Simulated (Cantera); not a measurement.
What does this Cantera script print?

```python
import numpy as np
import cantera as ct

gas = ct.Solution("gri30.yaml")


def delay(T, t_max=10):
    gas.TPX = T, 1000000, {'CH4': 1, 'C2H6': 0.18, 'O2': 6.41, 'N2': 24.1, 'H2O': 1.3}
    reactor = ct.IdealGasConstPressureReactor(gas, clone=False)
    net = ct.ReactorNet([reactor])
    net.rtol, net.atol = 1e-8, 1e-16
    while net.time < t_max:
        t_old, T_old = net.time, reactor.T
        net.step()
        if reactor.T > T + 400:  # ignition: a rise of 400 K
            return t_old + (T + 400 - T_old) / (reactor.T - T_old) * (net.time - t_old)
    return np.nan


taus = []
for T in [1050, 1150, 1250, 1350, 1450, 1550, 1650, 1750, 1850]:
    taus.append(delay(T))
    print(f"T0 = {T:6g} K   tau = {taus[-1]:.4e} s")
```

Output:

```
T0 =   1050 K   tau = 1.3415e-02 s
T0 =   1150 K   tau = 2.3004e-03 s
T0 =   1250 K   tau = 5.1086e-04 s
T0 =   1350 K   tau = 1.5076e-04 s
T0 =   1450 K   tau = 5.6783e-05 s
T0 =   1550 K   tau = 2.5298e-05 s
T0 =   1650 K   tau = 1.2646e-05 s
T0 =   1750 K   tau = 6.9402e-06 s
T0 =   1850 K   tau = 4.1676e-06 s
```

Computed with Cantera and GRI-Mech 3.0 (53 species, 325 reactions).
